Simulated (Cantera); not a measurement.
Equilibrium for hydrogen reduction and annealing atmospheres: FeS2 + H2 + H2O

Feed: 1 mol FeS2, 67 mol H2, 0.83 mol H2O, held at 2173 K and 0.140 bar.

Cantera equilibrium calculation (NASA polynomials, part measured and part estimated; ideal gas, pure solids and liquids). Candidate condensed phases: Fe, FeO, Fe(OH)2, Fe(OH)3, FeS, FeSO4, FeS2, Fe2O3, Fe2(SO4)3, Fe3O4, H2O, H2SO4, S; 22 gas species. Rates play no part.

```
Property                              Value
--------------------------------  ---------
x(H2)                                 0.938
x(Fe)                                0.0143
x(H)                                 0.0125
x(H2O)                               0.0117
x(H2S)                              0.00957
x(SH)                               0.00702
x(S2)                               0.00507
x(S)                                0.00172
x(SO)                              0.000110
gas amount                        70.00 mol
log10 activity of Fe(l) (absent)      -0.03
log10 activity of S(l) (absent)       -3.23
```
